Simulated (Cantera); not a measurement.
Charge: 1 mol Al2O3, 320 mol H2, 0.93 mol H2O, at 6.70 bar.

These are equilibrium values from Cantera (NASA tables, ideal gas, pure condensed phases), not measurements of a reactor. Candidate condensed phases: Al, Al2O3, H2O; 19 gas species. Rates play no part. All values below are at 1000 °C.

Base state: H2 0.997, H2O 0.00290 (mole fractions); condensed: Al2O3(s).

**Question.** What changes in the equilibrium state with this change: Al2O3 replaced by FeS2?

**Answer.** 
| species | before | after |
|---|---|---|
| H2 | 0.997 | 0.991 |
| H2S | 0 | 0.00617 |
| H2O | 0.00290 | 0.00290 |
| Al2O3(s), mol | 1.00 | 0 |
| Fe(γ), mol | 0 | 0.981 |
| FeS(s), mol | 0 | 0.0187 |
Metal and sulfide melt together well below either melting point, which pure phases cannot show. Mutual solubility and eutectic melting of coexisting phases are not modelled. FeS: taken at fixed stoichiometry. Further candidate phases: Fe, FeO, Fe(OH)2, Fe(OH)3, FeS, FeSO4, FeS2, Fe2O3, Fe2(SO4)3, Fe3O4, H2SO4, S.
